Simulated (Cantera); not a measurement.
An isothermal, constant-pressure homogeneous reactor starts with CO : O2 : H2O : N2 = 0.017 : 0.01 : 0.049 : 1 (molar parts), equivalence ratio 0.85, at 1225 K and 0.380 bar.

Detailed kinetics in Cantera: GRI-Mech 3.0 (53 species, 325 reactions).

x: mole fraction; the columns are a selection and need not sum to one.

```csv
t (s),x CO,x O2,x H2O,x HO2,x H2,x N2O,x OH
8.00e-6,0.0158,0.00929,0.0455,<1e-12,<1e-12,<1e-12,1.75e-12
4.58e-5,0.0158,0.00929,0.0455,5.54e-12,<1e-12,<1e-12,2.61e-11
0.000262,0.0158,0.00929,0.0455,5.23e-11,1.14e-10,<1e-12,4.31e-10
0.00150,0.0158,0.00929,0.0455,1.17e-8,6.47e-8,1.61e-12,5.43e-8
0.00856,0.00356,0.00423,0.0429,9.00e-7,0.00182,2.98e-8,0.000344
0.0490,0.000197,0.00162,0.0455,2.81e-7,0.000278,3.62e-8,8.45e-5
0.280,1.32e-5,0.00142,0.0459,5.59e-8,1.95e-5,5.96e-8,2.09e-5
1.60,___,0.00140,0.0459,___,___,5.89e-8,___
9.17,___,0.00140,0.0459,3.85e-10,___,___,___
52.4,2.19e-8,0.00140,0.0459,2.20e-10,4.29e-8,1.01e-9,1.04e-6
300,2.15e-8,0.00140,0.0459,2.19e-10,4.23e-8,9.80e-10,1.03e-6
```

Task: Some entries are withheld; supply them.

Result: 
- 1.60, x CO: 6.64e-7
- 1.60, x HO2: 3.51e-9
- 1.60, x H2: 1.08e-6
- 1.60, x OH: 5.11e-6
- 9.17, x CO: 5.98e-8
- 9.17, x H2: 1.11e-7
- 9.17, x N2O: 1.42e-8
- 9.17, x OH: 1.69e-6
